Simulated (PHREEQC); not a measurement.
Make-up at 25 °C: 5.4 mmol/kgw CsOH, 0.65 mmol/kgw CO2 and 0.91 mmol/kgw Na2CO3. Closed to the air; pH follows from the charge balance.

Equilibrium calculation in PHREEQC: ion-association model, wateq4f.dat.

| quantity | before | after |
|---|---|---|
| pH | 11.58 | 10.47 |
| CO3-2 (mol/kgw) | 0.00146 | 0.00267 |
| HCO3- (mol/kgw) | 6.25e-5 | 0.00143 |
| NaCO3- (mol/kgw) | 3.34e-5 | 5.88e-5 |
| NaHCO3 (mol/kgw) | 5.19e-8 | 1.15e-6 |
| SI of Nahcolite (NaHCO3) | -6.49 | -5.14 |
| SI of Natron (Na2CO3:10H2O) | -7.27 | -7.03 |

Question: Which change was made?
A) CO2 from 0.00065 to 0.00325 mol/kgw
B) CsOH from 0.0054 to 0.00054 mol/kgw
C) CO2 from 0.00065 to 0.000325 mol/kgw
D) diluted 10-fold with water

Answer: A, CO2 from 0.00065 to 0.00325 mol/kgw

No solid was allowed to form.
